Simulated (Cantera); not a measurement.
A Cantera script and what it prints.

```python
import numpy as np
import cantera as ct

gas_names = """
    CL CL2 H HCL H2 N NH NH2 NH3 N2 N2H2 N2H4 Si SiCL SiCL2 SiCL3 SiCL4 SiH SiHCL3 SiH2 SiH2CL2 SiH3
    SiH3CL SiH4 SiN Si2 Si2N Si3
""".split()
cond_names = """
    NH4CL(a) NH4CL(b) Si(cr) Si(L) Si3N4(a)
""".split()


# ... load() reads the species with a 1 bar reference pressure and builds the phases ...
atoms = {
    'Si3H8': {'Si': 3, 'H': 8},
    'HCl': {'H': 1, 'CL': 1},
    'N2': {'N': 2},
}
top_T = {'Si3N4(a)': 2400}  # K; cautious upper limits of use, not melting points


# ... equilibrate(T, P, feed) seeds the gas with the atoms and calls Mixture.equilibrate('TP', solver="vcs", rtol=1e-11, max_steps=5000) ...
results = []
feed = {'Si3H8': 1, 'HCl': 0.065, 'N2': 5.5}  # mol
T = 1675  # K
P = 1333.22  # Pa
mix = equilibrate(T, P, feed)
results.append((T, P, feed, dict(zip(mix.species_names, mix.species_moles))))
x = sorted(zip(gas.X, gas.species_names), reverse=True)
print(f"T = {T:g} K  P = {P:g} Pa  gas = {mix.phase_moles(0):.4g} mol")
print("   x: " + "  ".join(f"{s} {v:.3e}" for v, s in x if v > 1e-06))
print("   condensed (mol): " + ("  ".join(f"{mix.phase(i).name} {mix.phase_moles(i):.4g}"
      for i in range(1, mix.n_phases) if mix.phase_moles(i) > 1e-12) or "none"))
```

It prints:

```
T = 1675 K  P = 1333.22 Pa  gas = 7.569 mol
   x: H2 5.283e-01  N2 4.625e-01  HCL 8.292e-03  H 7.309e-04  SiCL2 1.421e-04  Si 9.854e-06  CL 8.956e-06  SiCL 2.491e-06  SiH2 1.798e-06  SiH 1.389e-06
   condensed (mol): Si3N4(a) 0.9996
```

Cantera equilibrium calculation (NASA polynomials, part measured and part estimated; ideal gas, pure solids and liquids). The feed counts by its element totals alone.
